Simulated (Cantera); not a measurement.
A closed system holds: 1 mol SiH2Cl2, 4.3 mol NH3, 16 mol H2, at 133 Pa.

Equilibrium computed with Cantera from the NASA thermochemical tables; the gas is ideal and each condensed phase is pure. Candidate condensed phases: NH4Cl, Si, Si3N4; 28 gas species. Gases not in the tables: Si2H6 and higher silanes. Kinetics and transport are ignored.

**Question.** Which condensed phases are stable at each of these points (T (K)): 773, 873, 973, 1073, 1173, 1273, 1373, 1473, 1573, 1673, 1773, 1873, 1973?

**Answer.** 
| T (K) | condensed phases | Si condensed (%) |
|---|---|---|
| 773 | Si3N4(s) | 99.9 |
| 873 | Si3N4(s) | 99.9 |
| 973 | Si3N4(s) | 100.0 |
| 1073 | Si3N4(s) | 100.0 |
| 1173 | Si3N4(s) | 99.8 |
| 1273 | Si3N4(s) | 99.0 |
| 1373 | Si3N4(s) | 94.6 |
| 1473 | Si3N4(s) | 81.9 |
| 1573 | Si(s) | 70.2 |
| 1673 | Si(s) | 68.3 |
| 1773 | Si(l) | 66.0 |
| 1873 | Si(l) | 52.8 |
| 1973 | Si(l) | 2.2 |

From 773 K to 1473 K the condensed part is Si3N4(s). From 1573 K to 1673 K the condensed part is Si(s). From 1773 K to 1973 K the condensed part is Si(l).
